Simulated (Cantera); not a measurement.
Charge: 1 mol SiH4, 0.77 mol N2, 0.85 mol H2, equilibrated at 10.0 Torr.

These are equilibrium values from Cantera (NASA tables, ideal gas, pure condensed phases), not measurements of a reactor. Candidate condensed phases: Si, Si3N4; 18 gas species. N2 is the only nitrogen source here; it is nearly inert below about 1500 K, so the nitride shown seldom forms there in practice. Mutual solubility and eutectic melting of coexisting phases are not modelled. The tables' values for SiN are old estimates; treat these amounts as uncertain. Gases not in the tables: Si2H6 and higher silanes. Rates play no part.

x: gas mole fraction; n: condensed amount in mol.

```tsv
T (°C)	x H2	x N2	x H	x Si	n Si3N4(s)	n Si(l)
975	0.965	0.0350	3.97e-6	2.34e-12	0.333	0
1050	0.965	0.0350	___	___	0.333	0
1125	0.965	0.0350	4.03e-5	3.02e-9	0.333	0
1200	0.965	0.0350	0.000108	6.23e-8	0.333	0
1275	0.965	0.0350	0.000262	9.55e-7	0.333	0
1350	0.964	0.0350	0.000588	1.13e-5	0.333	0
1425	0.886	0.113	0.00118	4.93e-5	0.204	0.389
1500	0.785	0.212	___	___	0	0.999
1575	0.783	0.212	0.00406	0.000471	0	0.998
1650	0.780	0.212	0.00720	0.00127	0	0.994
1725	0.774	0.211	0.0122	0.00319	0	0.986
1800	0.763	0.209	0.0199	0.00748	0	0.968
```

Q: Some entries are withheld; supply them.

A: 
- 1050, x H: 1.35e-5
- 1050, x Si: 1.03e-10
- 1500, x H: 0.00218
- 1500, x Si: 0.000160
